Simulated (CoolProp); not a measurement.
Vapour-liquid equilibrium of R13 (1) + R11 (2) at 242.9 K; x and y are mole fractions of (1).

The numbers come from the multi-fluid Helmholtz-energy mixture model, Platzer 1990 and Jacobsen 1992; pair parameters Bell 2016 in CoolProp. This equation is an older, rougher fit; its heat capacities, sound speeds and derivatives of the liquid may be far off and weren't checked against measurements.

```json
[
 {"x": "0.05", "bubble pressure (kPa)": "78.37", "y at the bubble point": "0.886", "dew pressure at overall composition x (kPa)": "9.541", "liquid density (mol/L)": "11.74"},
 {"x": "0.2", "bubble pressure (kPa)": "253.7", "y at the bubble point": "0.967", "dew pressure at overall composition x (kPa)": "11.33", "liquid density (mol/L)": "12.00"},
 {"x": "0.35", "bubble pressure (kPa)": "387.5", "y at the bubble point": "0.980", "dew pressure at overall composition x (kPa)": "13.93", "liquid density (mol/L)": "12.23"},
 {"x": "0.5", "bubble pressure (kPa)": "492.6", "y at the bubble point": "0.986", "dew pressure at overall composition x (kPa)": "18.09", "liquid density (mol/L)": "12.43"},
 {"x": "0.65", "bubble pressure (kPa)": "583.2", "y at the bubble point": "0.990", "dew pressure at overall composition x (kPa)": "25.80", "liquid density (mol/L)": "12.57"},
 {"x": "0.8", "bubble pressure (kPa)": "674.9", "y at the bubble point": "0.993", "dew pressure at overall composition x (kPa)": "44.95", "liquid density (mol/L)": "12.62"},
 {"x": "0.95", "bubble pressure (kPa)": "787.4", "y at the bubble point": "0.998", "dew pressure at overall composition x (kPa)": "173.7", "liquid density (mol/L)": "12.53"}
]
```

No azeotrope shows between x = 0.05 and 0.95.

Pair parameters are fitted to limited data, so mixtures are less certain than the pure fluids. The gap from Raoult's law changes sign with composition, which may be real or a fault of the pair parameters; it wasn't checked against measurements. With so large a gap from Raoult's law the liquid may split in two, which this calculation doesn't test in full.
